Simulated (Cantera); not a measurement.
An isothermal, constant-pressure homogeneous reactor starts with 8.33 % NH₃, 91.7 % N₂, at 1748 K and 2670 Pa.

Cantera simulation using the gas-phase N/H chemistry of the illustrative SiF4/NH3 mechanism in the Surface Chemkin manual (1991); the numbers are that mechanism's predictions, not measurements. Walls and surfaces, which speed up NH3 decomposition in real reactors, are not modelled.

x: mole fraction; the columns are a selection and need not sum to one.

```tsv
t (s)	x NH₃	x N	x N₂H₄	x NH₂	x H₂	x NH	x H
0.000500	0.0833	<1e-12	<1e-12	9.73e-7	4.69e-7	4.26e-11	3.45e-8
0.00131	0.0833	<1e-12	<1e-12	2.61e-6	1.29e-6	3.80e-10	3.45e-8
0.00346	0.0833	2.28e-12	6.17e-12	6.92e-6	3.46e-6	3.70e-9	3.49e-8
0.00909	0.0833	4.33e-11	4.30e-11	…	…	…	…
0.0239	0.0833	3.05e-10	2.95e-10	4.76e-5	3.08e-5	1.83e-7	6.40e-8
0.0628	0.0831	2.24e-9	1.86e-9	0.000119	0.000194	6.61e-7	3.02e-7
0.165	0.0820	2.22e-8	4.57e-9	0.000187	0.00167	1.62e-6	1.95e-6
0.434	0.0784	8.93e-8	3.23e-9	0.000157	0.00665	2.24e-6	5.57e-6
1.14	…	…	…	…	…	2.48e-6	…
3.00	0.0562	2.57e-7	1.07e-9	9.04e-5	0.0375	2.31e-6	2.35e-5
```

Problem. Some entries are withheld; supply them.

Solution. 
- 0.00909, x NH₂: 1.82e-5
- 0.00909, x H₂: 9.43e-6
- 0.00909, x NH: 3.32e-8
- 0.00909, x H: 3.79e-8
- 1.14, x NH₃: 0.0707
- 1.14, x N: 1.88e-7
- 1.14, x N₂H₄: 1.93e-9
- 1.14, x NH₂: 0.000122
- 1.14, x H₂: 0.0174
- 1.14, x H: 1.19e-5
